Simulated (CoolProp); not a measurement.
Carbonyl sulfide along the isotherm 274.3 K: density (kg/m³) from the reference equation and from simpler models built on Tc = 378.8 K, pc = 6.369 MPa, ω = 0.098; each cubic takes its own stable root.

Model: reference Helmholtz-energy equation of state, Lemmon 2006, in CoolProp. It is a short technical equation, of lower accuracy than the large ones.

| p (MPa) | phase | reference |
|---|---|---|
| 0.0101 | gas | 0.2664 |
| 0.0148 | gas | 0.3907 |
| 0.0217 | gas | 0.5734 |
| 0.0318 | gas | 0.8414 |
| 0.0467 | gas | 1.238 |
| 0.0686 | gas | 1.825 |
| 0.101 | gas | 2.699 |
| 0.148 | gas | 3.983 |
| 0.217 | gas | 5.902 |
| 0.318 | gas | 8.789 |
| 0.467 | gas | 13.24 |
| 1.01 | liquid | 1056 |
| 1.48 | liquid | 1058 |
| 2.17 | liquid | 1060 |
| 3.18 | liquid | 1062 |

### Question
How far does each simpler model (Redlich-Kwong, Soave-Redlich-Kwong) lie from the reference over these 15 states: mean and median of the absolute difference, and the worst?

### Answer
- Redlich-Kwong: mean 2.0 %, median 0.2 %, worst -7.2 % at 274.3 K and 1.01 MPa
- Soave-Redlich-Kwong: mean 1.7 %, median 0.1 %, worst -6.2 % at 274.3 K and 1.01 MPa
